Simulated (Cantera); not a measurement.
Input: 1 mol SiHCl₃, 0.11 mol CH₄, 8.9 mol H₂, held at 57.8 Torr.

Equilibrium computed with Cantera from the NASA thermochemical tables; the gas is ideal and each condensed phase is pure. Candidate condensed phases: C, C₆H₆, C₇H₈, C₈H₁₈, Si, SiC; 109 gas species. Mutual solubility and eutectic melting of coexisting phases are not modelled. Gases not in the tables: Si₂H₆ and higher silanes. The numbers say what is thermodynamically allowed, not how fast it happens.

Over these rows the condensed part is Si(l) + SiC(s). Partial pressures as log10 of bar:

```json
[
 {"T (K)": "1748", "1000/T (1/K)": "0.5721", "log p SiHCl₃": "-5.08", "log p H₂": "-1.21", "log p HCl": "-2.01", "log p SiCl₂": "-2.28"},
 {"T (K)": "1848", "1000/T (1/K)": "0.5411", "log p SiHCl₃": "-5.44", "log p H₂": "-1.21", "log p HCl": "-1.99", "log p SiCl₂": "-2.30"},
 {"T (K)": "1948", "1000/T (1/K)": "0.5133", "log p SiHCl₃": "-5.76", "log p H₂": "-1.22", "log p HCl": "-1.97", "log p SiCl₂": "-2.31"},
 {"T (K)": "2048", "1000/T (1/K)": "0.4883", "log p SiHCl₃": "-6.05", "log p H₂": "-1.22", "log p HCl": "-1.95", "log p SiCl₂": "-2.33"},
 {"T (K)": "2148", "1000/T (1/K)": "0.4655", "log p SiHCl₃": "-6.32", "log p H₂": "-1.22", "log p HCl": "-1.94", "log p SiCl₂": "-2.36"},
 {"T (K)": "2248", "1000/T (1/K)": "0.4448", "log p SiHCl₃": "?", "log p H₂": "-1.23", "log p HCl": "-1.94", "log p SiCl₂": "-2.38"}
]
```

Problem. Fit log p(SiHCl₃) = a + b·(1000/T) to the five rows, give the apparent enthalpy, and predict the row at 2248 K.

Solution. Means: 1000/T = 0.5161, log p = -5.730. Sxy = 0.082484, Sxx = 0.0071020, so b = 11.61 and a = -5.730 − (11.61)×0.5161 = -11.72.
Apparent enthalpy: −19.145 × (11.61) = -222 kJ/mol. With the condensed phases at unit activity, Si(l) + 3 HCl(g) = SiHCl₃(g) + H₂(g) links this pressure to the main gases: over the six rows their terms move log p by +0.23 in all, so the slope isn't that reaction's ΔH° alone. The five rows lie within 0.01 of the line.
Prediction at 2248 K: -11.72 + (11.61)×0.4448 = -6.56. The computed value is -6.58, 0.02 from the line.
